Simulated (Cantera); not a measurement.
## Thermodynamics of nitride etching, feed AlN + Cl2 + N2

Input: 1 mol AlN, 4.5 mol Cl2, 1.4 mol N2, equilibrated at 26.0 mbar.

These are equilibrium values from Cantera (NASA tables, ideal gas, pure condensed phases), not measurements of a reactor. Candidate condensed phases: Al, AlCl3, AlN; 11 gas species. Rates play no part.

```csv
T (°C),log p Cl2,log p N2,log p AlCl3,log p Cl
552,-1.88,-2.08,-2.36,-5.72
602,-1.88,-2.08,-2.36,-5.28
652,-1.88,-2.08,-2.36,-4.88
702,-1.88,-2.08,-2.36,-4.52
752,-1.88,-2.08,-2.36,-4.19
802,-1.88,-2.08,-2.36,-3.90
852,-1.88,-2.08,-2.36,-3.63
```
log p: log10 of the partial pressure in bar; nothing condenses.

From 552 °C to 852 °C nothing is condensed. The main Al-bearing gas is AlCl3 throughout.
